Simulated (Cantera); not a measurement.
Standard-state values (1 bar) from the NASA 1993 polynomials, evaluated with Cantera. Values are per mole of reaction as written; species without (g) are pure solids or liquids, kept so even where they would boil at 1 bar.

4 Li + O2(g) ⇌ 2 Li2O, with ΔH° = -1197.4 kJ and ΔS° = -245.9 J/K at 300 K.

### Question
How far is the shortcut ΔG° ≈ ΔH°(300 K) − T·ΔS°(300 K) from the full temperature-dependent value at 1823, 1848, 1873, 1898, 1923, 1948, 1973, 1998, 2023, 2048 K?

### Answer
```tsv
T (K)	shortcut (kJ)	full (kJ)	difference (kJ)	difference in log10 K	condensed phases
1823	-749.2	-712.8	-36.4	1.04	Li(l), Li2O(s)
1848	-743.1	-706.8	-36.3	1.03	Li(l), Li2O(l)
1873	-736.9	-702.0	-34.9	0.97	Li(l), Li2O(l)
1898	-730.8	-697.2	-33.5	0.92	Li(l), Li2O(l)
1923	-724.6	-692.5	-32.2	0.87	Li(l), Li2O(l)
1948	-718.5	-687.7	-30.8	0.82	Li(l), Li2O(l)
1973	-712.3	-683.0	-29.3	0.78	Li(l), Li2O(l)
1998	-706.2	-678.3	-27.9	0.73	Li(l), Li2O(l)
2023	-700.0	-673.6	-26.5	0.68	Li(l), Li2O(l)
2048	-693.9	-668.9	-25.0	0.64	Li(l), Li2O(l)
```
The shortcut ignores heat capacities and the phase changes listed.
